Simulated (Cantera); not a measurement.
# Dilute partial oxidation

A perfectly stirred reactor is fed with CH₂O : O₂ : N₂ = 0.014 : 0.0048 : 1 (molar parts), at 0.820 bar; it is held at 1523 K, and followed from long to short residence time.

Model: GRI-Mech 3.0 (53 species, 325 reactions), integrated in Cantera.

| τ (s) | x CH₂O | x O₂ | x CH₂ | x HO₂ | x C₂H₂ | x CH₄ | x H₂ |
|---|---|---|---|---|---|---|---|
| 12 | 7.52e-8 | 9.68e-7 | <1e-12 | 1.76e-10 | <1e-12 | 4.68e-10 | 0.00743 |
| 3.4 | 1.45e-7 | 1.88e-6 | 2.98e-12 | 3.60e-10 | <1e-12 | 7.36e-10 | 0.00740 |
| 0.98 | 2.81e-7 | 3.69e-6 | 1.01e-11 | 7.32e-10 | <1e-12 | 1.16e-9 | 0.00734 |
| 0.28 | 5.66e-7 | 7.57e-6 | 2.84e-11 | 1.54e-9 | <1e-12 | 1.92e-9 | 0.00724 |
| 0.081 | 1.20e-6 | 1.63e-5 | 6.72e-11 | 3.41e-9 | 1.57e-12 | 3.55e-9 | 0.00708 |
| 0.023 | 2.81e-6 | 3.88e-5 | 1.53e-10 | 8.44e-9 | 3.73e-12 | 7.60e-9 | 0.00685 |
| 0.0067 | 7.44e-6 | 0.000102 | 3.62e-10 | 2.44e-8 | 7.29e-12 | 1.71e-8 | 0.00657 |
x: mole fraction; the columns are a selection and need not sum to one.
